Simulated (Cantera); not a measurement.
An isothermal, constant-pressure homogeneous reactor starts with NO : N2 = 1 : 0.23 (molar parts), at 1650 K and 0.0168 atm. Integrator tolerance rtol = 1e-08.

Computed with Cantera and GRI-Mech 3.0 (53 species, 325 reactions). Radical loss at walls, strong at low pressure, is not modelled.

Task: What does this change do: pressure from 0.0168 atm to 0.0484 atm?

Result: 
```
quantity                                            before                                     after
----------------  ----------------------------------------  ----------------------------------------
x(NO) at 50.0 s      0.750 (gas-phase equilibrium 0.00288)     0.658 (gas-phase equilibrium 0.00288)
x(O2) at 50.0 s       0.0311 (gas-phase equilibrium 0.405)      0.0772 (gas-phase equilibrium 0.405)
x(O) at 50.0 s    4.49e-5 (gas-phase equilibrium 0.000127)   3.57e-5 (gas-phase equilibrium 7.49e-5)
x(NO2) at 50.0 s  0.000123 (gas-phase equilibrium 1.84e-6)  0.000304 (gas-phase equilibrium 3.13e-6)
x(N2) at 50.0 s        0.218 (gas-phase equilibrium 0.592)       0.264 (gas-phase equilibrium 0.592)
```

Task: What does this change do: pressure from 0.0168 atm to 1.00 atm?

Result: 
```csv
quantity,before,after
x(NO) at 50.0 s,0.750 (gas-phase equilibrium 0.00288),0.132 (gas-phase equilibrium 0.00288)
x(O2) at 50.0 s,0.0311 (gas-phase equilibrium 0.405),0.340 (gas-phase equilibrium 0.405)
x(O) at 50.0 s,4.49e-5 (gas-phase equilibrium 0.000127),1.51e-5 (gas-phase equilibrium 1.65e-5)
x(NO2) at 50.0 s,0.000123 (gas-phase equilibrium 1.84e-6),0.000597 (gas-phase equilibrium 1.42e-5)
x(N2) at 50.0 s,0.218 (gas-phase equilibrium 0.592),0.527 (gas-phase equilibrium 0.592)
```
